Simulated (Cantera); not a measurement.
# Chlorosilane synthesis and conversion: Si + H2 + HCl

Feed: 1 mol Si, 8.7 mol H2, 5.1 mol HCl, held at 1050 °C.

Method: chemical equilibrium by Gibbs-energy minimisation in Cantera with the NASA 1993 tables (ideal gas, pure condensed phases). Candidate condensed phases: Si; 19 gas species. The tables' values for SiCl3 are old estimates; treat these amounts as uncertain. Equilibrium is a limit: real reactors are often held back by kinetics, nucleation or transport.

| P (Pa) | x H2 | x HCl | x SiCl4 | x SiCl2 | x SiHCl3 | x SiCl3 |
|---|---|---|---|---|---|---|
| 10000 | 0.773 | 0.151 | 0.0318 | 0.0237 | 0.00825 | 0.0117 |
| 19000 | 0.783 | 0.141 | 0.0374 | 0.0172 | 0.0106 | 0.0108 |
| 36000 | 0.792 | 0.132 | 0.0421 | 0.0118 | 0.0129 | 0.00952 |
| 67000 | 0.798 | 0.125 | 0.0458 | 0.00773 | 0.0149 | 0.00805 |
| 130000 | 0.803 | 0.119 | 0.0489 | 0.00467 | 0.0167 | 0.00646 |
| 240000 | 0.806 | 0.116 | 0.0509 | 0.00280 | 0.0180 | 0.00511 |
| 450000 | 0.808 | 0.114 | 0.0524 | 0.00161 | 0.0189 | 0.00392 |
| 840000 | 0.810 | 0.112 | 0.0534 | 0.000902 | 0.0196 | 0.00297 |
| 1600000 | 0.811 | 0.111 | 0.0542 | 0.000489 | 0.0201 | 0.00220 |
| 3000000 | 0.811 | 0.111 | 0.0547 | 0.000266 | 0.0204 | 0.00163 |
x: gas mole fraction; nothing condenses.

From 10000 Pa to 3000000 Pa nothing is condensed. The main Si-bearing gas is SiCl4 throughout.
